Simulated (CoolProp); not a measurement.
Vapour-liquid equilibrium of CHF3 (R23) (1) + R152A (2) at -49.55 °C; x and y are mole fractions of (1).

Values from CoolProp's multi-fluid Helmholtz-energy mixture model, Penoncello 2003 and Outcalt 1996; pair parameters Bell 2016.

### Question
Give the bubble pressure and the first vapour's composition at x = 0.05, 0.5, 0.8. Is there an azeotrope?

### Answer
x = 0.05: 46.83 kPa, y = 0.423; x = 0.5: 241.7 kPa, y = 0.936; x = 0.8: 386.8 kPa, y = 0.983. No azeotrope shows between x = 0.05 and 0.95.

Pair parameters are fitted to limited data, so mixtures are less certain than the pure fluids.
